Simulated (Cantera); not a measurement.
A Cantera script and what it prints.

```python
import numpy as np
import cantera as ct

gas_names = [...]  # 87 gases of nasa_gas.yaml made of C, H, Si
cond_names = """
    C(gr) C6H6(L) C7H8(L) C8H18(L),n-octa Si(cr) Si(L) SiC(b)
""".split()


# ... load() reads the species with a 1 bar reference pressure and builds the phases ...
atoms = {
    'SiH4': {'Si': 1, 'H': 4},
    'C3H8': {'C': 3, 'H': 8},
    'H2': {'H': 2},
}
top_T = {'C(gr)': 4500, 'SiC(b)': 3050}  # K; cautious upper limits of use, not melting points


# ... equilibrate(T, P, feed) seeds the gas with the atoms and calls Mixture.equilibrate('TP', solver="vcs", rtol=1e-11, max_steps=5000) ...
results = []
feed = {'SiH4': 1, 'C3H8': 0.16, 'H2': 730}  # mol
P = 4400  # Pa
for T in [1000, 1150, 1300, 1450, 1600, 1750, 1900, 2050, 2200, 2350]:
    mix = equilibrate(T, P, feed)
    results.append((T, P, feed, dict(zip(mix.species_names, mix.species_moles))))

top = {s: max(r[3][s] / sum(r[3][g] for g in gas_names) for r in results) for s in gas_names}
cols = sorted((s for s in top if top[s] > 1e-06), key=lambda s: -top[s])[:5]
seen = [c for c in cond_names if any(r[3].get(c, 0) > 1e-12 for r in results)]
print("log10 of partial pressures in bar; condensed amounts in mol")
print(f"{'T/K':>10s}" + "".join(f"{s[:9]:>10s}" for s in cols + seen))
for T, P, feed, n in results:
    ng = sum(n[g] for g in gas_names)
    print(f"{T:10.4g}" + "".join(f"{np.log10(max(n[s] / ng * P / 1e5, 1e-99)):10.3f}" for s in cols)
          + "".join(f"{n.get(c, 0):10.4g}" for c in seen))
```

Output:

```
log10 of partial pressures in bar; condensed amounts in mol
       T/K        H2         H        Si C2H2,acet       SiH    Si(cr)     Si(L)    SiC(b)
      1000    -1.357    -9.322   -15.751   -17.118   -14.587    0.5212         0    0.4788
      1150    -1.357    -7.805   -12.703   -14.592   -12.060    0.5209         0    0.4791
      1300    -1.357    -6.634   -10.364   -12.653   -10.123    0.5207         0    0.4792
      1450    -1.357    -5.703    -8.512   -11.119    -8.591    0.5199         0    0.4794
      1600    -1.357    -4.943    -7.011    -9.874    -7.351    0.5145         0    0.4794
      1750    -1.357    -4.312    -5.824    -8.738    -6.381         0    0.4728    0.4792
      1900    -1.358    -3.780    -4.899    -7.637    -5.640         0    0.2219    0.4748
      2050    -1.362    -3.325    -4.560    -5.805    -5.459         0         0    0.4077
      2200    -1.369    -2.934    -4.304    -4.890    -5.343         0         0         0
      2350    -1.383    -2.596    -4.279    -4.879    -5.443         0         0         0
```

Method: chemical equilibrium by Gibbs-energy minimisation in Cantera with the NASA 1993 tables (ideal gas, pure condensed phases). Mutual solubility and eutectic melting of coexisting phases are not modelled. Gases not in the tables: Si2H6 and higher silanes.
